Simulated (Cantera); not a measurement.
Cantera run, input and output.

```python
import numpy as np
import cantera as ct

gas = ct.Solution("gri30.yaml", transport_model="multicomponent")
show = ['NO', 'CO2', 'C2H2']

rows = []
print(f"{'T/K':>7s}{'rho':>11s}{'cp':>10s}{'mu':>11s}{'lambda':>11s}{'Pr':>7s}" + "".join(f"{'D_' + s:>11s}" for s in show))
for T in [400, 600, 800, 1000, 1200, 1400, 1600, 1800, 2000]:
    gas.TPX = T, 350000, {'CH3OH': 0.46}
    Pr = gas.cp_mass * gas.viscosity / gas.thermal_conductivity
    D = [gas.mix_diff_coeffs_mole[gas.species_index(s)] for s in show]
    rows.append([gas.density, gas.cp_mass, gas.viscosity, gas.thermal_conductivity, Pr, *D])
    print(f"{T:7g}{gas.density:11.4e}{gas.cp_mass:10.1f}{gas.viscosity:11.4e}"
          f"{gas.thermal_conductivity:11.4e}{Pr:7.3f}" + "".join(f"{d:11.4e}" for d in D))
print("SI units: kg/m3, J/kg/K, Pa s, W/m/K, m2/s")
```

It prints:

```
    T/K        rho        cp         mu     lambda     Pr       D_NO      D_CO2     D_C2H2
    400 3.3720e+00    1604.1 1.3101e-05 2.8083e-02  0.748 7.5308e-06 5.4781e-06 5.8970e-06
    600 2.2480e+00    2101.4 1.9689e-05 5.5217e-02  0.749 1.5748e-05 1.1921e-05 1.2744e-05
    800 1.6860e+00    2490.7 2.5767e-05 8.5487e-02  0.751 2.6129e-05 2.0262e-05 2.1562e-05
   1000 1.3488e+00    2798.1 3.1307e-05 1.1659e-01  0.751 3.8413e-05 3.0241e-05 3.2085e-05
   1200 1.1240e+00    3031.2 3.6380e-05 1.4678e-01  0.751 5.2428e-05 4.1689e-05 4.4139e-05
   1400 9.6344e-01    3214.4 4.1062e-05 1.7580e-01  0.751 6.8052e-05 5.4484e-05 5.7602e-05
   1600 8.4301e-01    3357.2 4.5424e-05 2.0331e-01  0.750 8.5194e-05 6.8540e-05 7.2385e-05
   1800 7.4934e-01    3468.1 4.9524e-05 2.2925e-01  0.749 1.0378e-04 8.3791e-05 8.8422e-05
   2000 6.7441e-01    3554.5 5.3410e-05 2.5370e-01  0.748 1.2376e-04 1.0019e-04 1.0566e-04
SI units: kg/m3, J/kg/K, Pa s, W/m/K, m2/s
```

Computed with Cantera and GRI-Mech 3.0 (53 species, 325 reactions). Polar gases are described roughly by these parameters. The composition is frozen, though it would react at the higher temperatures.
